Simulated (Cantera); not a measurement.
Cantera run:

```python
import numpy as np
import cantera as ct

gas_names = """
    CL CL2 N N2 Si SiCL SiCL2 SiCL3 SiCL4 SiN Si2 Si2N Si3
""".split()
cond_names = """
    Si(cr) Si(L) Si3N4(a)
""".split()


# ... load() reads the species with a 1 bar reference pressure and builds the phases ...
atoms = {
    'Si2Cl6': {'Si': 2, 'CL': 6},
    'N2': {'N': 2},
}
top_T = {'Si3N4(a)': 2400}  # K; cautious upper limits of use, not melting points


# ... equilibrate(T, P, feed) seeds the gas with the atoms and calls Mixture.equilibrate('TP', solver="vcs", rtol=1e-11, max_steps=5000) ...
results = []
feed = {'Si2Cl6': 1, 'N2': 120}  # mol
P = 500  # Pa
for T in [1125, 1175, 1225, 1275, 1325, 1375, 1425, 1475, 1525, 1575, 1625, 1675]:
    mix = equilibrate(T, P, feed)
    results.append((T, P, feed, dict(zip(mix.species_names, mix.species_moles))))
    x = sorted(zip(gas.X, gas.species_names), reverse=True)
    print(f"T = {T:g} K  P = {P:g} Pa  gas = {mix.phase_moles(0):.4g} mol")
    print("   x: " + "  ".join(f"{s} {v:.3e}" for v, s in x if v > 0.001))
    print("   condensed (mol): " + ("  ".join(f"{mix.phase(i).name} {mix.phase_moles(i):.4g}"
          for i in range(1, mix.n_phases) if mix.phase_moles(i) > 1e-12) or "none"))
```

Output:

```
T = 1125 K  P = 500 Pa  gas = 121.2 mol
   x: N2 9.875e-01  SiCL4 1.213e-02
   condensed (mol): Si3N4(a) 0.1623
T = 1175 K  P = 500 Pa  gas = 121.2 mol
   x: N2 9.873e-01  SiCL4 1.180e-02
   condensed (mol): Si3N4(a) 0.1552
T = 1225 K  P = 500 Pa  gas = 121.3 mol
   x: N2 9.869e-01  SiCL4 1.111e-02  SiCL3 1.101e-03
   condensed (mol): Si3N4(a) 0.1381
T = 1275 K  P = 500 Pa  gas = 121.5 mol
   x: N2 9.860e-01  SiCL4 9.746e-03  SiCL2 2.370e-03  SiCL3 1.884e-03
   condensed (mol): Si3N4(a) 0.09968
T = 1325 K  P = 500 Pa  gas = 121.9 mol
   x: N2 9.842e-01  SiCL4 7.440e-03  SiCL2 5.581e-03  SiCL3 2.765e-03
   condensed (mol): Si3N4(a) 0.02539
T = 1375 K  P = 500 Pa  gas = 122 mol
   x: N2 9.836e-01  SiCL2 6.668e-03  SiCL4 6.624e-03  SiCL3 3.100e-03
   condensed (mol): none
T = 1425 K  P = 500 Pa  gas = 122 mol
   x: N2 9.835e-01  SiCL2 6.613e-03  SiCL4 6.478e-03  SiCL3 3.300e-03
   condensed (mol): none
T = 1475 K  P = 500 Pa  gas = 122 mol
   x: N2 9.832e-01  SiCL2 6.636e-03  SiCL4 6.258e-03  SiCL3 3.494e-03
   condensed (mol): none
T = 1525 K  P = 500 Pa  gas = 122.1 mol
   x: N2 9.827e-01  SiCL2 6.832e-03  SiCL4 5.871e-03  SiCL3 3.674e-03
   condensed (mol): none
T = 1575 K  P = 500 Pa  gas = 122.3 mol
   x: N2 9.815e-01  SiCL2 7.360e-03  SiCL4 5.180e-03  SiCL3 3.817e-03  CL 2.175e-03
   condensed (mol): none
T = 1625 K  P = 500 Pa  gas = 122.5 mol
   x: N2 9.794e-01  SiCL2 8.387e-03  CL 4.284e-03  SiCL4 4.092e-03  SiCL3 3.844e-03
   condensed (mol): none
T = 1675 K  P = 500 Pa  gas = 122.9 mol
   x: N2 9.765e-01  SiCL2 9.945e-03  CL 7.207e-03  SiCL3 3.609e-03  SiCL4 2.720e-03
   condensed (mol): none
```

Method: chemical equilibrium by Gibbs-energy minimisation in Cantera with the NASA 1993 tables (ideal gas, pure condensed phases). The feed counts by its element totals alone. N2 is the only nitrogen source here; it is nearly inert below about 1500 K, so the nitride shown seldom forms there in practice. The tables' values for SiCl3 are old estimates; treat these amounts as uncertain.
